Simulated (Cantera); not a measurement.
## Transport properties of process gases

Gas mixture: 22.7 % C₂H₆, 51.4 % C₂H₄, 26.0 % H₂, at 0.190 bar, frozen composition.

Cantera's kinetic-theory transport with the Lennard-Jones parameters of GRI-Mech 3.0, ideal gas; thermal conductivity in the mixture-averaged form. The composition is frozen, though it would react at the higher temperatures.

```tsv
T (K)	ρ (kg/m³)	cp (J/kg/K)	μ (µPa s)	λ (mW/m/K)	Pr	D (cm²/s) C₂H₂	D (cm²/s) NH₃	D (cm²/s) O
400	0.124	2272	13.4	64.4	0.471	1.41	1.83	2.72
600	0.0828	2956	18.9	104	0.536	2.97	3.97	5.52
800	0.0621	3460	23.7	145	0.567	4.93	6.76	9.03
1000	0.0497	3861	28.0	184	0.587	7.26	10.1	13.2
1200	0.0414	4166	31.9	222	0.597	9.92	13.9	17.9
1400	0.0355	4406	35.5	259	0.603	12.9	18.2	23.1
1600	0.0311	4594	38.9	295	0.606	16.1	22.9	28.9
1800	0.0276	4740	42.1	328	0.607	19.7	28.0	35.1
2000	0.0249	4855	45.1	361	0.607	23.5	33.4	41.8
```
D: mixture-averaged diffusion coefficient of that species in the mixture.
